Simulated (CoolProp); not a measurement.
A simple Rankine cycle with R124: condensing at 303.15 K, boiler at 1.24 MPa, turbine inlet 469 K, turbine efficiency 0.65, pump efficiency 0.7, no recuperator. Each further row changes one setting.

The numbers come from the reference Helmholtz-energy equation of state, de Vries 1995 in CoolProp.

| case | thermal efficiency (%) | net work (kJ/kg) | heat in (kJ/kg) | turbine exit temperature (K) | volume ratio over the turbine |
|---|---|---|---|---|---|
| as stated | 5.9 | 16.6 | 284 | 445.8 | 2.76 |
| condensing temperature 295.15 K | 7.0 | 20.6 | 293 | 440.7 | 3.50 |
| boiler pressure 0.868 MPa | 3.9 | 11.2 | 286 | 454.3 | 1.93 |
| turbine efficiency 0.55 | 4.9 | 13.9 | 284 | 448.6 | 2.77 |
